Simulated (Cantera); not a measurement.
## Equilibrium for carbon deposition, reforming and gasification: C2H2 + NH3 + H2

Charge: 1 mol C2H2, 0.15 mol NH3, 14 mol H2, held at 0.000960 bar.

Equilibrium computed with Cantera from the NASA thermochemical tables; the gas is ideal and each condensed phase is pure. Candidate condensed phases: C, C6H6, C7H8, C8H18; 92 gas species. Kinetics and transport are ignored.

From 1248 K to 2248 K the condensed part is C(graphite). The main C-bearing gas is CH4 at 1248 K and C2H2 (acetylene) at 2248 K.

```json
[
 {"T (K)": "1248", "x H2": "0.995", "x H": "1.50e-5", "x N2": "0.00490", "x C2H2 (acetylene)": "2.42e-7", "x HCN": "8.67e-6", "x HNC": "5.48e-8", "n C(graphite)": "2.00"},
 {"T (K)": "1348", "x H2": "0.995", "x H": "7.45e-5", "x N2": "0.00489", "x C2H2 (acetylene)": "1.20e-6", "x HCN": "2.23e-5", "x HNC": "2.18e-7", "n C(graphite)": "2.00"},
 {"T (K)": "1448", "x H2": "0.995", "x H": "0.000297", "x N2": "0.00488", "x C2H2 (acetylene)": "4.73e-6", "x HCN": "5.03e-5", "x HNC": "7.14e-7", "n C(graphite)": "2.00"},
 {"T (K)": "1548", "x H2": "0.994", "x H": "0.000991", "x N2": "0.00485", "x C2H2 (acetylene)": "1.56e-5", "x HCN": "0.000102", "x HNC": "2.00e-6", "n C(graphite)": "2.00"},
 {"T (K)": "1648", "x H2": "0.992", "x H": "0.00286", "x N2": "0.00480", "x C2H2 (acetylene)": "4.44e-5", "x HCN": "0.000188", "x HNC": "4.92e-6", "n C(graphite)": "2.00"},
 {"T (K)": "1748", "x H2": "0.988", "x H": "0.00733", "x N2": "0.00472", "x C2H2 (acetylene)": "0.000112", "x HCN": "0.000323", "x HNC": "1.09e-5", "n C(graphite)": "1.99"},
 {"T (K)": "1848", "x H2": "0.978", "x H": "0.0169", "x N2": "0.00459", "x C2H2 (acetylene)": "0.000252", "x HCN": "0.000517", "x HNC": "2.18e-5", "n C(graphite)": "1.98"},
 {"T (K)": "1948", "x H2": "0.959", "x H": "0.0357", "x N2": "0.00441", "x C2H2 (acetylene)": "0.000517", "x HCN": "0.000777", "x HNC": "4.01e-5", "n C(graphite)": "1.97"},
 {"T (K)": "2048", "x H2": "0.924", "x H": "0.0695", "x N2": "0.00415", "x C2H2 (acetylene)": "0.000969", "x HCN": "0.00110", "x HNC": "6.79e-5", "n C(graphite)": "1.95"},
 {"T (K)": "2148", "x H2": "0.868", "x H": "0.125", "x N2": "0.00381", "x C2H2 (acetylene)": "0.00166", "x HCN": "0.00146", "x HNC": "0.000106", "n C(graphite)": "1.92"},
 {"T (K)": "2248", "x H2": "0.782", "x H": "0.210", "x N2": "0.00340", "x C2H2 (acetylene)": "0.00259", "x HCN": "0.00181", "x HNC": "0.000153", "n C(graphite)": "1.88"}
]
```
x: gas mole fraction; n: condensed amount in mol.
